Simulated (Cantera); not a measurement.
A closed system holds: 1 mol Fe(CO)₅, 0.33 mol CO, 0.11 mol N₂, at 923.15 K and 0.000120 bar.

Cantera equilibrium calculation (NASA polynomials, part measured and part estimated; ideal gas, pure solids and liquids). Candidate condensed phases: C, Fe, Fe(CO)₅, FeO, Fe₂O₃, Fe₃O₄; 27 gas species. Condensed phases not in the tables: cementite and carbon dissolved in iron. Equilibrium is a limit: real reactors are often held back by kinetics, nucleation or transport.

Base state: CO 0.979, N₂ 0.0202, CO₂ 0.000362 (mole fractions); condensed: C(graphite) + Fe(α).

**Question.** What changes in the equilibrium state with this change: pressure from 0.000120 bar to 0.100 bar?

**Answer.** 
```csv
species,before,after
CO,0.979,0.783
CO₂,0.000362,0.193
N₂,0.0202,0.0241
"C(graphite), mol",0.00197,0.879
"Fe(α), mol",1.00,1.00
```

**Question.** What changes in the equilibrium state with this change: pressure from 0.000120 bar to 0.0790 bar?

**Answer.** 
```
species             before   after
----------------  --------  ------
CO                   0.979   0.813
CO₂               0.000362   0.164
N₂                  0.0202  0.0235
C(graphite), mol   0.00197   0.766
Fe(α), mol            1.00    1.00
```
